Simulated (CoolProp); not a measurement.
Saturation properties of carbon dioxide (Tc = 304.1 K, pc = 7377 kPa, ω = 0.224).

Computed with CoolProp (reference Helmholtz-energy equation of state, Span 1996).

| T (K) | p (kPa) | liquid viscosity (µPa s) | vapour viscosity (µPa s) |
|---|---|---|---|
| 233.1 | 1003 | 193 | 11.7 |
| 238.7 | 1226 | 176 | 12.1 |
| 244.3 | 1484 | 161 | 12.4 |
| 250 | 1785 | 147 | 12.7 |
| 255.6 | 2123 | 134 | 13.1 |
| 261.2 | 2505 | 123 | 13.5 |
| 266.8 | 2935 | 112 | 14.0 |
| 272.5 | 3426 | 102 | 14.5 |
| 278.1 | 3964 | 91.9 | 15.1 |
| 283.7 | 4564 | 82.6 | 15.9 |

Viscosity comes from a separate model (Laesecke 2017).
